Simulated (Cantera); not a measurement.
Feed: 1 mol CuO, 4.7 mol CO, 15 mol H2, equilibrated at 410 Pa.

These are equilibrium values from Cantera (NASA tables, ideal gas, pure condensed phases), not measurements of a reactor. Candidate condensed phases: C, C6H6, C7H8, C8H18, Cu, CuO, Cu(OH)2, Cu2O, H2O; 113 gas species. The numbers say what is thermodynamically allowed, not how fast it happens.

Which condensed phases are stable at each of these points (T (°C)): 925, 1000, 1075, 1150, 1225, 1300, 1375?


| T (°C) | condensed phases | Cu condensed (%) |
|---|---|---|
| 925 | Cu(s) | 100.0 |
| 1000 | Cu(s) | 100.0 |
| 1075 | Cu(s) | 99.8 |
| 1150 | Cu(l) | 99.0 |
| 1225 | Cu(l) | 96.2 |
| 1300 | Cu(l) | 87.2 |
| 1375 | Cu(l) | 61.2 |

From 925 °C to 1075 °C the condensed part is Cu(s). From 1150 °C to 1375 °C the condensed part is Cu(l).
